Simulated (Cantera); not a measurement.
An isothermal, constant-pressure homogeneous reactor starts with 4.58 % H₂, 95.4 % O₂, at 1325 K and 20.0 Torr.

Detailed kinetics in Cantera: the H2/O2 subset of GRI-Mech 3.0, which has no nitrogen chemistry. Radical loss at walls, strong at low pressure, is not modelled. The temperature is held fixed by assumption; the heat of reaction is taken as removed at once.

One state of this run: x H₂ = 6.45e-5; x O₂ = 0.950; x H = 0.000129; x HO₂ = 1.47e-6; x H₂O = 0.0460; x H₂O₂ = 6.28e-8; x O = 0.00268. x: mole fraction; the columns are a selection and need not sum to one.

Which value of t (s) does it belong to?
A. 0.684
B. 0.0721
C. 20.0
D. 6.49

B, 0.0721
